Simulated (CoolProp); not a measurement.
A single-stage vapour-compression cycle with R152A: evaporating at 234.15 K (dew point), condensing at 268.15 K (bubble point), superheat 8 K, subcooling 5 K, compressor efficiency 0.6, no pressure losses. Each further row changes one setting.

Model: reference Helmholtz-energy equation of state, Outcalt 1996, in CoolProp. It is a modified Benedict-Webb-Rubin equation, recast in Helmholtz form.

```
case                              cooling COP  pressure ratio  discharge temperature (K)  refrigerating effect (kJ/kg)  volumetric capacity (kJ/m³)
--------------------------------  -----------  --------------  -------------------------  ----------------------------  ---------------------------
as stated                                3.74            4.42                      326.4                           303                          506
evaporating temperature 239.15 K         4.55            3.45                 (withheld)                    (withheld)                          647
condensing temperature 263.15 K          4.46      (withheld)                      315.5                           311                          519
subcooling 10 K                          3.84            4.42                      326.4                           311                          519
superheat 18 K                           3.69            4.42                      337.7                    (withheld)                          499
compressor efficiency 0.5                3.11            4.42                      340.6                           303                          506
```

### Question
What belongs in the gaps?

### Answer

- evaporating temperature 239.15 K, discharge temperature (K): 317.7
- evaporating temperature 239.15 K, refrigerating effect (kJ/kg): 307
- condensing temperature 263.15 K, pressure ratio: 3.65
- superheat 18 K, refrigerating effect (kJ/kg): 312
